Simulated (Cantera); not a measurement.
An isothermal, constant-pressure homogeneous reactor starts with 73.4 % NO, 25.7 % N2, 0.954 % H2O, at 1775 K and 0.670 bar.

Detailed kinetics in Cantera: GRI-Mech 3.0 (53 species, 325 reactions).

x: mole fraction; the columns are a selection and need not sum to one.

```tsv
t (s)	x NO	x N2	x NO2	x N2O	x O	x O2
2.00e-6	0.734	0.257	5.65e-9	…	1.26e-7	2.81e-11
1.38e-5	0.734	0.257	2.17e-7	…	6.33e-7	1.11e-9
9.49e-5	0.734	0.257	4.02e-6	…	1.25e-6	3.04e-8
0.000654	0.734	0.257	3.81e-5	…	2.46e-6	1.47e-6
0.00451	0.733	0.257	0.000176	…	7.43e-6	0.000125
0.0311	0.729	0.259	0.000257	0.000200	1.02e-5	0.00187
0.214	0.705	0.271	0.000443	0.000187	1.71e-5	0.0139
1.47	0.568	0.339	0.000779	…	3.53e-5	0.0821
10.2	0.214	0.516	0.000515	…	6.03e-5	0.259
70.0	0.0212	0.613	5.97e-5	…	7.02e-5	0.356
```

Problem. Fill in the missing entries.

Solution. 
- 2.00e-6, x N2O: 1.33e-7
- 1.38e-5, x N2O: 9.14e-7
- 9.49e-5, x N2O: 6.22e-6
- 0.000654, x N2O: 3.92e-5
- 0.00451, x N2O: 0.000156
- 1.47, x N2O: 0.000119
- 10.2, x N2O: 1.64e-5
- 70.0, x N2O: 3.35e-7
